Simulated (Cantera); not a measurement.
## Ammonia decomposition in nitride growth gas

An isothermal, constant-pressure homogeneous reactor starts with NH3 : N2 = 1 : 0.076 (molar parts), at 2073 K and 20.0 Torr.

Computed with Cantera and the gas-phase N/H chemistry of the illustrative SiF4/NH3 mechanism in the Surface Chemkin manual (1991). Walls and surfaces, which speed up NH3 decomposition in real reactors, are not modelled.

```csv
t (s),x NH3,x N2,x NH2,x N2H2,x N2H4,x N
1.00e-6,0.929,0.0706,7.16e-7,<1e-12,<1e-12,<1e-12
4.78e-6,0.929,0.0706,4.58e-6,2.22e-12,<1e-12,<1e-12
2.29e-5,0.929,0.0706,2.50e-5,2.91e-10,3.64e-12,<1e-12
0.000109,0.929,0.0706,0.000123,1.91e-8,1.01e-10,2.17e-11
0.000524,0.928,0.0706,0.000582,7.27e-7,2.35e-9,2.53e-9
0.00250,0.924,0.0710,0.00208,1.24e-5,3.02e-8,4.19e-8
0.0120,0.895,0.0775,0.00228,1.65e-5,3.62e-8,2.70e-7
0.0573,0.769,0.106,0.00187,1.28e-5,2.43e-8,1.02e-6
0.274,0.409,0.186,0.00114,5.06e-6,9.14e-9,1.88e-6
1.31,0.0502,0.266,0.000269,3.91e-7,5.03e-10,2.07e-6
6.27,6.94e-6,0.276,3.81e-7,3.62e-12,<1e-12,3.24e-7
30.0,3.99e-7,0.276,2.29e-8,<1e-12,<1e-12,2.13e-8
```
x: mole fraction; the columns are a selection and need not sum to one.

Equilibrium at this temperature and pressure: NH3 1.50e-7, N2 0.276, NH2 8.58e-9, N2H2 <1e-12, N2H4 <1e-12, N 7.98e-9 (gas phase only).
